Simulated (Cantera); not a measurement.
An isothermal plug-flow reactor at 498 K and 0.987 atm (inlet), inlet velocity 0.61 m/s, active area per volume 930 1/m; feed 0.255 % H₂, 3.65 % O₂, 96.1 % N₂, equivalence ratio 0.035.

Computed with Cantera and Deutschmann's 1995 Pt surface mechanism with GRI-Mech 3.0 gas chemistry. Catalytic surfaces can have several steady states; this one follows from the mechanism file's or the stated starting coverage. Mass transfer to the wall is taken as infinitely fast.

x: gas mole fraction; θ: surface coverage.

| z (m) | x H₂ | x O₂ | x H₂O | θ free Pt | θ O* | θ OH* |
|---|---|---|---|---|---|---|
| 0.00033 | ? | 0.0358 | 0.00149 | 0.0434 | 0.945 | 0.0115 |
| 0.00072 | ? | 0.0356 | 0.00193 | 0.0257 | 0.965 | 0.00959 |
| 0.0015 | ? | 0.0354 | 0.00221 | 0.0141 | 0.978 | 0.00746 |
| 0.0033 | ? | 0.0353 | 0.00239 | 0.00692 | 0.988 | 0.00537 |
| 0.0072 | ? | 0.0353 | 0.00248 | 0.00329 | 0.993 | 0.00375 |
| 0.015 | ? | 0.0353 | 0.00252 | 0.00160 | 0.996 | 0.00264 |
| 0.033 | ? | 0.0353 | 0.00254 | 0.000736 | 0.997 | 0.00179 |

Complete the blanks.


- 0.00033, x H₂: 0.00106
- 0.00072, x H₂: 0.000626
- 0.0015, x H₂: 0.000343
- 0.0033, x H₂: 0.000167
- 0.0072, x H₂: 7.93e-5
- 0.015, x H₂: 3.86e-5
- 0.033, x H₂: 1.77e-5
